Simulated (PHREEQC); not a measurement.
Dissolve 1.2 mol NaOH and 0.45 mol Na2SO4 per kg of water at 20 °C. Closed to the air; pH follows from the charge balance.

All values are PHREEQC results (Pitzer model, pitzer.dat), not measurements.

**Question.** The ionic strength comes out as 2.55 mol/kgw. What activity coefficients do Na+, SO4-2, OH- get?

**Answer.** Na+ 0.56, SO4-2 0.039, OH- 0.65. Single-ion values are on the MacInnes scale.

This is a speciation only: nothing precipitates in the calculation. In brines, pH and single-ion activities rest on the MacInnes convention.
